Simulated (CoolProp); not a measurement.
A simple Rankine cycle with the fluoroketone C6F12O (FK-5-1-12): condensing at 330.15 K, boiler at 0.676 MPa, turbine inlet 395.8 K, turbine efficiency 0.7, pump efficiency 0.6, no recuperator. Each further row changes one setting.

Computed with CoolProp (reference Helmholtz-energy equation of state, McLinden 2015).

```csv
case,thermal efficiency (%),net work (kJ/kg),heat in (kJ/kg),turbine exit temperature (K),volume ratio over the turbine
as stated,6.9,9.56,139,377.0,6.04
turbine inlet 415.8 K,6.5,10.4,159,398.0,5.75
condensing temperature 322.15 K,7.7,11.3,148,374.7,7.95
boiler pressure 0.473 MPa,5.6,7.90,142,382.5,3.88
turbine efficiency 0.6,5.9,8.11,139,378.5,6.07
```
